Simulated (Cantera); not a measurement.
Charge: 1 mol Si, 3.2 mol HCl, 0.53 mol H₂, at 875 K and 0.310 bar.

Method: chemical equilibrium by Gibbs-energy minimisation in Cantera with the NASA 1993 tables (ideal gas, pure condensed phases). Candidate condensed phases: Si; 19 gas species. The tables' values for SiCl₃ are old estimates; treat these amounts as uncertain. Kinetics and transport are ignored.

Base state: H₂ 0.700, SiCl₄ 0.223, SiHCl₃ 0.0695, HCl 0.00492, SiH₂Cl₂ 0.00198, SiCl₃ 0.000412, SiCl₂ 4.40e-5, SiH₃Cl 1.36e-5 (mole fractions); condensed: Si(s).

Question: What changes in the equilibrium state with this change: pressure from 0.310 bar to 1 atm?

Answer: 
| species | before | after |
|---|---|---|
| H₂ | 0.700 | 0.694 |
| SiCl₄ | 0.223 | 0.210 |
| SiHCl₃ | 0.0695 | 0.0889 |
| SiH₃Cl | 1.36e-5 | 3.21e-5 |
| SiCl₂ | 4.40e-5 | 2.36e-5 |
| Si(s), mol | 0.150 | 0.134 |
